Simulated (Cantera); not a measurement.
Cantera run:

```python
import numpy as np
import cantera as ct

gas_names = [...]  # 151 gases of nasa_gas.yaml made of C, H, N, O, Si
cond_names = """
    C(gr) C6H6(L) C7H8(L) C8H18(L),n-octa H2O(s) H2O(L) Si(cr) Si(L) SiC(b) SiO2(Lqz) SiO2(hqz) SiO2(L)
    Si2N2O(s) Si3N4(a)
""".split()


# ... load() reads the species with a 1 bar reference pressure and builds the phases ...
atoms = {
    'HMDSO': {'Si': 2, 'C': 6, 'H': 18, 'O': 1},
    'NO': {'N': 1, 'O': 1},
    'H2': {'H': 2},
}
top_T = {'C(gr)': 4500, 'SiC(b)': 3050, 'Si2N2O(s)': 2100, 'Si3N4(a)': 2400}  # K; cautious upper limits of use, not melting points


# ... equilibrate(T, P, feed) seeds the gas with the atoms and calls Mixture.equilibrate('TP', solver="vcs", rtol=1e-11, max_steps=5000) ...
results = []
feed = {'HMDSO': 1, 'NO': 0.13, 'H2': 7.3}  # mol
P = 10000  # Pa
for T in [1125, 1175, 1225, 1275, 1325, 1375, 1425, 1475, 1525, 1575, 1625, 1675]:
    mix = equilibrate(T, P, feed)
    results.append((T, P, feed, dict(zip(mix.species_names, mix.species_moles))))

top = {s: max(r[3][s] / sum(r[3][g] for g in gas_names) for r in results) for s in gas_names}
cols = sorted((s for s in top if top[s] > 1e-05), key=lambda s: -top[s])[:5]
seen = [c for c in cond_names if any(r[3].get(c, 0) > 1e-12 for r in results)]
print("log10 of partial pressures in bar; condensed amounts in mol")
print(f"{'T/K':>10s}" + "".join(f"{s[:9]:>10s}" for s in cols + seen))
for T, P, feed, n in results:
    ng = sum(n[g] for g in gas_names)
    print(f"{T:10.4g}" + "".join(f"{np.log10(max(n[s] / ng * P / 1e5, 1e-99)):10.3f}" for s in cols)
          + "".join(f"{n.get(c, 0):10.4g}" for c in seen))
```

It prints:

```
log10 of partial pressures in bar; condensed amounts in mol
       T/K        H2        CO        N2       CH4         H     C(gr)    SiC(b) SiO2(hqz) Si2N2O(s)
      1125    -1.001    -5.142    -8.251    -3.542    -7.853     4.614     1.338    0.5319     0.065
      1175    -1.001    -4.544    -7.506    -3.720    -7.412     4.624      1.34    0.5302   0.06499
      1225    -1.001    -3.996    -6.823    -3.884    -7.007     4.616     1.346    0.5243   0.06497
      1275    -1.002    -3.491    -6.195    -4.037    -6.633     4.568     1.364    0.5061   0.06489
      1325    -1.004    -3.026    -5.614    -4.182    -6.289     4.419     1.416    0.4551   0.06459
      1375    -1.011    -2.595    -5.077    -4.326    -5.971     4.015     1.552    0.3204   0.06357
      1425    -1.028    -2.211    -4.563    -4.480    -5.680     3.048     1.878         0   0.06016
      1475    -1.029    -2.202    -3.737    -4.595    -5.402     2.967     1.933         0   0.03271
      1525    -1.031    -2.191    -3.434    -4.704    -5.141      2.87     1.998         0         0
      1575    -1.031    -2.191    -3.436    -4.802    -4.897     2.871     1.997         0         0
      1625    -1.031    -2.191    -3.438    -4.894    -4.667     2.871     1.996         0         0
      1675    -1.031    -2.192    -3.441    -4.981    -4.451     2.871     1.996         0         0
```

Equilibrium computed with Cantera from the NASA thermochemical tables; the gas is ideal and each condensed phase is pure. The feed counts by its element totals alone. Mutual solubility and eutectic melting of coexisting phases are not modelled. The tables hold silica as quartz up to 1696 K and as liquid above; real silica turns to tridymite and cristobalite and melts near 1996 K.
